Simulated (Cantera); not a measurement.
A closed system holds: 1 mol TiO₂, 4.3 mol CH₄, 0.52 mol CO, held at 2.20 mbar.

These are equilibrium values from Cantera (NASA tables, ideal gas, pure condensed phases), not measurements of a reactor. Candidate condensed phases: C, C₆H₆, C₇H₈, C₈H₁₈, H₂O, Ti, TiC, TiO, TiO₂, Ti₂O₃, Ti₃O₅, Ti₄O₇; 113 gas species. TiC: taken at fixed stoichiometry. The numbers say what is thermodynamically allowed, not how fast it happens.

**Question.** At 2150 K, list the 4 most abundant gas species with their mole fractions, and the condensed phases.

**Answer.** H₂ 0.705, CO 0.218, H 0.0755, C₂H₂ (acetylene) 0.00137. Condensed: C(graphite) + TiC(s).
